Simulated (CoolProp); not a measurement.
Vapour-liquid equilibrium of hydrogen sulfide (1) + n-hexane (2) at 323.2 K; x and y are mole fractions of (1).

Computed with CoolProp (multi-fluid Helmholtz-energy mixture model, Lemmon 2006 and Thol 2019; pair parameters Kunz 2012).

Question: Give the bubble pressure and the first vapour's composition at x = 0.2, 0.575, 0.875. Is there an azeotrope?

Answer: x = 0.2: 865.3 kPa, y = 0.936; x = 0.575: 2052 kPa, y = 0.975; x = 0.875: 3028 kPa, y = 0.991. No azeotrope shows between x = 0.05 and 0.95.

The pair parameters rest on a limited set of measurements; away from them the model extrapolates. The gap from Raoult's law changes sign with composition, which may be real or a fault of the pair parameters; it wasn't checked against measurements.
